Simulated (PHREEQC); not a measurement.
Synthetic water in mg/L, 25 °C, pH 1.9, pe 10.9:

```json
[
 {"constituent": "Na", "mg/L": "28.3"},
 {"constituent": "K", "mg/L": "76.3"},
 {"constituent": "Ca", "mg/L": "214"},
 {"constituent": "Mg", "mg/L": "0.896"},
 {"constituent": "Cl", "mg/L": "70.5"},
 {"constituent": "S(6) as SO4", "mg/L": "1790"},
 {"constituent": "Cu(2)", "mg/L": "4.02"}
]
```

Valence states are taken as typed.

All values are PHREEQC results (ion-association model, wateq4f.dat), not measurements.

No solid was allowed to form.

Task: Predict the ionic strength.

Result: ionic strength 0.0401 mol/kgw.

Task: In which forms is Cu present?

Result: Cu+2 67 %, CuSO4 33 % of the Cu.
